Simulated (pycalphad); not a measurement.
All values are pycalphad results on the COST 507 light-alloy database (1999) (1 atm), not direct measurements. These are 1990s assessments: newer ones move some temperatures and phases. Kinetics are ignored, which matters at the lower temperatures.

Si-0.56Zr (at.%): equilibrium cooling sequence

```json
[
 {"T (K)": "1684.2", "phases above": "LIQUID", "phases below": "DIAMOND_A4 + LIQUID"},
 {"T (K)": "1634.6", "phases above": "DIAMOND_A4 + LIQUID", "phases below": "DIAMOND_A4 + SI2ZR"}
]
```

Changes were sought between steps of 50 K, so a narrower field can be missed.

Database names, with the compositions (at.%) that they take in these runs: SI2ZR: Si 67 Zr 33. DIAMOND_A4 is diamond (Si).
